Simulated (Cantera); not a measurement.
## Adiabatic ignition

An adiabatic, constant-pressure homogeneous reactor starts with 8.98 % CH₃OH, 18.4 % O₂, 71.9 % N₂, 0.736 % H₂, at 1150 K and 1000000 Pa.

Computed with Cantera and GRI-Mech 3.0 (53 species, 325 reactions). GRI-Mech 3.0 was tuned for natural gas; its chemistry of methanol as a main component is partial and can be far from experiment.

```
t (s)     T (K)  x CH₃OH    x O₂       x H     x N₂O     x H₂
--------  -----  -------  ------  --------  --------  -------
3.00e-6    1150   0.0898   0.184  4.86e-11    <1e-12  0.00736
1.03e-5    1150   0.0898   0.184  5.17e-11    <1e-12  0.00736
3.54e-5    1150   0.0898   0.184  5.42e-11    <1e-12  0.00736
0.000122   1150   0.0897   0.184  6.18e-11  1.73e-12  0.00736
0.000418   1150   0.0897   0.184  1.09e-10  2.10e-11  0.00736
0.00144    1150   0.0897   0.184  7.76e-10  2.90e-10  0.00738
0.00493    2535   <1e-12  0.0426  0.000403   1.56e-6  0.00187
0.0169     2526   <1e-12  0.0400  0.000385   1.60e-6  0.00185
0.0582     2526   <1e-12  0.0400  0.000385   1.60e-6  0.00185
0.200      2526   <1e-12  0.0400  0.000385   1.60e-6  0.00185
```
x: mole fraction; the columns are a selection and need not sum to one.

- time of steepest temperature rise = 3.27 ms
- temperature at 0.200 s = 2526 K
- equilibrium temperature = 2526 K
- x(CH₃OH) at 0.200 s = <1e-12 (gas-phase equilibrium <1e-12)
- x(O₂) at 0.200 s = 0.0400 (gas-phase equilibrium 0.0400)
- x(H) at 0.200 s = 0.000385 (gas-phase equilibrium 0.000385)
